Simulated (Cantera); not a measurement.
Input (Python, Cantera) and output of one run.

```python
import numpy as np
import cantera as ct

gas_names = """
    C CO CO2 C2 C2O C3 C3O2 C4 C5 Cu CuO Cu2 O O2 O3
""".split()
cond_names = """
    C(gr) Cu(cr) Cu(L) CuO(s) Cu2O(s) Cu2O(L)
""".split()


# ... load() reads the species with a 1 bar reference pressure and builds the phases ...
atoms = {
    'Cu2O': {'Cu': 2, 'O': 1},
    'CO': {'C': 1, 'O': 1},
}
top_T = {'C(gr)': 4500, 'CuO(s)': 1390}  # K; cautious upper limits of use, not melting points


# ... equilibrate(T, P, feed) seeds the gas with the atoms and calls Mixture.equilibrate('TP', solver="vcs", rtol=1e-11, max_steps=5000) ...
results = []
feed = {'Cu2O': 1, 'CO': 3.6}  # mol
P = 133.322  # Pa
for T in [1598, 1673, 1748, 1823, 1898, 1973, 2048, 2123, 2198, 2273, 2348, 2423, 2498, 2573]:
    mix = equilibrate(T, P, feed)
    results.append((T, P, feed, dict(zip(mix.species_names, mix.species_moles))))
    x = sorted(zip(gas.X, gas.species_names), reverse=True)
    print(f"T = {T:g} K  P = {P:g} Pa  gas = {mix.phase_moles(0):.4g} mol")
    print("   x: " + "  ".join(f"{s} {v:.3e}" for v, s in x if v > 0.0001))
    print("   condensed (mol): " + ("  ".join(f"{mix.phase(i).name} {mix.phase_moles(i):.4g}"
          for i in range(1, mix.n_phases) if mix.phase_moles(i) > 1e-12) or "none"))
```

It prints:

```
T = 1598 K  P = 133.322 Pa  gas = 3.707 mol
   x: CO 7.013e-01  CO2 2.697e-01  Cu 2.895e-02
   condensed (mol): Cu(L) 1.893
T = 1673 K  P = 133.322 Pa  gas = 3.928 mol
   x: CO 6.620e-01  CO2 2.546e-01  Cu 8.336e-02
   condensed (mol): Cu(L) 1.672
T = 1748 K  P = 133.322 Pa  gas = 4.609 mol
   x: CO 5.641e-01  Cu 2.186e-01  CO2 2.170e-01  Cu2 3.322e-04
   condensed (mol): Cu(L) 0.9896
T = 1823 K  P = 133.322 Pa  gas = 5.597 mol
   x: CO 4.645e-01  Cu 3.563e-01  CO2 1.786e-01  Cu2 5.084e-04
   condensed (mol): none
T = 1898 K  P = 133.322 Pa  gas = 5.599 mol
   x: CO 4.645e-01  Cu 3.566e-01  CO2 1.785e-01  Cu2 3.061e-04
   condensed (mol): none
T = 1973 K  P = 133.322 Pa  gas = 5.601 mol
   x: CO 4.647e-01  Cu 3.567e-01  CO2 1.781e-01  Cu2 1.913e-04  O 1.640e-04  O2 1.220e-04
   condensed (mol): none
T = 2048 K  P = 133.322 Pa  gas = 5.605 mol
   x: CO 4.653e-01  Cu 3.566e-01  CO2 1.770e-01  O 5.353e-04  O2 4.155e-04  Cu2 1.234e-04
   condensed (mol): none
T = 2123 K  P = 133.322 Pa  gas = 5.615 mol
   x: CO 4.671e-01  Cu 3.559e-01  CO2 1.739e-01  O 1.583e-03  O2 1.258e-03
   condensed (mol): none
T = 2198 K  P = 133.322 Pa  gas = 5.642 mol
   x: CO 4.717e-01  Cu 3.543e-01  CO2 1.664e-01  O 4.199e-03  O2 3.296e-03
   condensed (mol): none
T = 2273 K  P = 133.322 Pa  gas = 5.696 mol
   x: CO 4.806e-01  Cu 3.509e-01  CO2 1.514e-01  O 9.803e-03  O2 7.137e-03
   condensed (mol): none
T = 2348 K  P = 133.322 Pa  gas = 5.786 mol
   x: CO 4.940e-01  Cu 3.455e-01  CO2 1.282e-01  O 1.985e-02  O2 1.233e-02  CuO 1.120e-04
   condensed (mol): none
T = 2423 K  P = 133.322 Pa  gas = 5.907 mol
   x: CO 5.093e-01  Cu 3.384e-01  CO2 1.002e-01  O 3.498e-02  O2 1.700e-02  CuO 1.223e-04
   condensed (mol): none
T = 2498 K  P = 133.322 Pa  gas = 6.045 mol
   x: CO 5.230e-01  Cu 3.307e-01  CO2 7.252e-02  O 5.443e-02  O2 1.918e-02  CuO 1.207e-04
   condensed (mol): none
T = 2573 K  P = 133.322 Pa  gas = 6.183 mol
   x: CO 5.332e-01  Cu 3.233e-01  O 7.607e-02  CO2 4.903e-02  O2 1.826e-02  CuO 1.098e-04
   condensed (mol): none
```

Method: chemical equilibrium by Gibbs-energy minimisation in Cantera with the NASA 1993 tables (ideal gas, pure condensed phases).
